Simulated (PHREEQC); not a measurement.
NaOH is added in steps, without added water, to 1 kg of water holding 37 mmol/kgw HBr and 0.26 mmol/kgw NiCl2, at 20 °C. Oxygen alone is held at its pressure in air (log pO2 = -0.68). CO2 from the air is kept out. No solid was allowed to form.

Base run: PHREEQC, ion-association model, wateq4f.dat. Each further column changes one thing. The table gives pH.

```json
[
 {"NaOH added (mol)": "0", "base": "1.49", "HBr left out": "6.77", "diluted 10-fold with water": "2.46", "0.012 mol/kgw Na2SO4 added": "1.59", "solids may form": "1.49"},
 {"NaOH added (mol)": "0.00625", "base": "1.57", "HBr left out": "…", "diluted 10-fold with water": "11.53", "0.012 mol/kgw Na2SO4 added": "1.68", "solids may form": "1.57"},
 {"NaOH added (mol)": "0.01125", "base": "1.65", "HBr left out": "12.14", "diluted 10-fold with water": "11.99", "0.012 mol/kgw Na2SO4 added": "1.76", "solids may form": "1.65"},
 {"NaOH added (mol)": "0.0175", "base": "1.77", "HBr left out": "…", "diluted 10-fold with water": "12.25", "0.012 mol/kgw Na2SO4 added": "1.89", "solids may form": "1.77"},
 {"NaOH added (mol)": "0.0225", "base": "1.90", "HBr left out": "12.44", "diluted 10-fold with water": "12.38", "0.012 mol/kgw Na2SO4 added": "2.03", "solids may form": "1.90"},
 {"NaOH added (mol)": "0.02875", "base": "2.15", "HBr left out": "12.54", "diluted 10-fold with water": "12.49", "0.012 mol/kgw Na2SO4 added": "…", "solids may form": "2.15"},
 {"NaOH added (mol)": "0.03375", "base": "2.55", "HBr left out": "12.61", "diluted 10-fold with water": "12.57", "0.012 mol/kgw Na2SO4 added": "2.70", "solids may form": "2.55"},
 {"NaOH added (mol)": "0.04", "base": "11.44", "HBr left out": "12.68", "diluted 10-fold with water": "12.65", "0.012 mol/kgw Na2SO4 added": "11.42", "solids may form": "11.48"}
]
```

### Question
What belongs in the gaps?

### Answer

- 0.00625, HBr left out: 11.87
- 0.0175, HBr left out: 12.33
- 0.02875, 0.012 mol/kgw Na2SO4 added: 2.29

In at least one series the solution becomes supersaturated in solids that the run did not let form, among them Ni(OH)2. The database's Ni(OH)2 is the aged solid; a fresh precipitate is more soluble. Solids allowed in the column 'solids may form': Ni(OH)2, Halite.
